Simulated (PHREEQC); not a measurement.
A solution holds 0.0018 mol/kgw HF, 0.00012 mol/kgw NH3 and 0.021 mol/kgw LiCl, at 25 °C. Closed to the air; pH follows from the charge balance.

Model: ion-association model, phreeqc.dat, run in PHREEQC.

```json
{
 "pH": "3.14",
 "ionic_strength": "0.0219 mol/kgw",
 "specific_conductance": "2500 µS/cm",
 "total_alkalinity": "-1.68 meq/kg"
}
```

```csv
species,molality,activity,log γ
Cl-,0.0210,0.0181,-0.064
Li+,0.0210,0.0184,-0.058
F-,0.000931,0.000802,-0.065
HF,0.000863,0.000867,0.002
H+,0.000814,0.000721,-0.053
NH4+,0.000120,0.000103,-0.067
HF2-,3.08e-6,2.67e-6,-0.062
```

This is a speciation only: nothing precipitates in the calculation.
